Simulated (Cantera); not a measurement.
A closed system holds: 1 mol Si3N4, 0.012 mol Si, 1.1 mol N2, equilibrated at 2050 °C and 13300 Pa.

Cantera equilibrium calculation (NASA polynomials, part measured and part estimated; ideal gas, pure solids and liquids). Candidate condensed phases: Si, Si3N4; 7 gas species. The tables' values for SiN are old estimates; treat these amounts as uncertain. Rates play no part.

Base state: N2 0.990, Si 0.00856, Si2N 0.000420, SiN 0.000418, Si2 0.000172, Si3 3.19e-5 (mole fractions); condensed: Si(l).

**Question.** What changes in the equilibrium state with this change: temperature from 2050 °C to 2252 °C?

**Answer.** 
```csv
species,before,after
N2,0.990,0.953
Si,0.00856,0.0429
SiN,0.000418,0.00148
Si2,0.000172,0.00119
Si3,3.19e-5,0.000203
Si2N,0.000420,0.00129
"Si(l), mol",2.98,2.85
```

**Question.** What changes in the equilibrium state with this change: temperature from 2050 °C to 2275 °C?

**Answer.** 
```
species       before     after
----------  --------  --------
N2             0.990     0.945
Si           0.00856    0.0506
SiN         0.000418   0.00169
Si2         0.000172   0.00145
Si3          3.19e-5  0.000246
Si2N        0.000420   0.00145
Si(l), mol      2.98      2.82
```
